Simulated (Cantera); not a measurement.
An isothermal, constant-pressure homogeneous reactor starts with H2 : O2 : N2 = 0.59 : 1 : 1.1 (molar parts), at 1075 K and 13300 Pa.

Cantera simulation using the H2/O2 subset of GRI-Mech 3.0, which has no nitrogen chemistry; the numbers are that mechanism's predictions, not measurements. The temperature is held fixed by assumption; the heat of reaction is taken as removed at once.

One state of this run: x H2 = 0.0115; x O2 = 0.292; x OH = 0.00414; x HO2 = 6.28e-5; x H2O2 = 5.42e-6; x H2O = 0.220. x: mole fraction; the columns are a selection and need not sum to one.

### Question
Which value of t (s) does it belong to?
(A) 4.95
(B) 0.00904
(C) 12.2
(D) 0.000606

### Answer
D, 0.000606
